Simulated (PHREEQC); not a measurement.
A solution holds 0.028 mol CdCl2, 0.0052 mol H3BO3 and 0.00024 mol HCl per kg of water, at 25 °C. Closed to the air; pH follows from the charge balance.

All values are PHREEQC results (ion-association model, phreeqc.dat), not measurements.

```json
{
 "pH": "3.69",
 "ionic_strength": "0.0467 mol/kgw",
 "total_alkalinity": "-0.240 meq/kg"
}
```

| species | molality | activity | log γ |
|---|---|---|---|
| Cl- | 0.0366 | 0.0300 | -0.087 |
| CdCl+ | 0.0162 | 0.0134 | -0.084 |
| Cd+2 | 0.0101 | 0.00468 | -0.334 |
| H3BO3 | 0.00520 | 0.00526 | 0.005 |
| CdCl2 | 0.00165 | 0.00167 | 0.005 |
| H+ | 0.000240 | 0.000206 | -0.067 |

No solid was allowed to form.
